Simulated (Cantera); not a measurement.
**PbO + C + CO (carbothermic reduction)**

Feed: 1 mol PbO, 3.1 mol C, 0.021 mol CO, at 728 Torr.

Cantera equilibrium calculation (NASA polynomials, part measured and part estimated; ideal gas, pure solids and liquids). Candidate condensed phases: C, Pb, PbO, PbO₂, Pb₃O₄; 15 gas species. Kinetics and transport are ignored.

| T (K) | log p CO | log p Pb | log p Pb₂ | log p CO₂ | log p PbO | n C(graphite) | n Pb(l) |
|---|---|---|---|---|---|---|---|
| 1800 | -0.16 | -0.57 | -3.26 | -4.44 | -6.97 | 2.10 | 0.603 |
| 1825 | -0.19 | -0.50 | -3.15 | -4.56 | -6.93 | 2.10 | 0.497 |
| 1850 | -0.23 | -0.43 | -3.03 | -4.70 | -6.91 | 2.10 | 0.355 |
| 1875 | -0.27 | -0.36 | -2.92 | -4.86 | -6.89 | 2.10 | 0.158 |
| 1900 | -0.31 | -0.32 | -2.87 | -4.99 | -6.89 | 2.10 | 0 |
| 1925 | -0.31 | -0.32 | -2.89 | -5.05 | -6.89 | 2.10 | 0 |
| 1950 | -0.31 | -0.32 | -2.91 | -5.10 | -6.90 | 2.10 | 0 |
| 1975 | -0.31 | -0.32 | -2.93 | -5.16 | -6.90 | 2.10 | 0 |
| 2000 | -0.31 | -0.32 | -2.95 | -5.21 | -6.90 | 2.10 | 0 |
| 2025 | -0.31 | -0.32 | -2.97 | -5.26 | -6.91 | 2.10 | 0 |
| 2050 | -0.31 | -0.32 | -2.99 | -5.31 | -6.91 | 2.10 | 0 |
| 2075 | -0.31 | -0.32 | -3.01 | -5.36 | -6.91 | 2.10 | 0 |
| 2100 | -0.31 | -0.32 | -3.03 | -5.41 | -6.92 | 2.10 | 0 |
| 2125 | -0.31 | -0.32 | -3.05 | -5.45 | -6.92 | 2.10 | 0 |
log p: log10 of the partial pressure in bar; n: condensed amount in mol.

From 1800 K to 1875 K the condensed part is C(graphite) + Pb(l). From 1900 K to 2125 K the condensed part is C(graphite). The main Pb-bearing gas is Pb throughout.
